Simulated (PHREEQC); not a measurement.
Make-up at 80 °C: 0.0012 mol ZnSO4, 0.07 mol H3BO3 and 0.00015 mol FeSO4 per kg of water. Closed to the air; pH follows from the charge balance.

Equilibrium calculation in PHREEQC: ion-association model, wateq4f.dat.

**Question.** The ionic strength comes out as 0.00448 mol/kgw. What activity coefficients do SO4-2, HSO4-, Zn(SO4)2-2, Fe+2, Zn+2 get?

**Answer.** SO4-2 0.73, HSO4- 0.92, Zn(SO4)2-2 0.72, Fe+2 0.73, Zn+2 0.73.

No solid was allowed to form. Constants without temperature data keep their 25 °C values here.
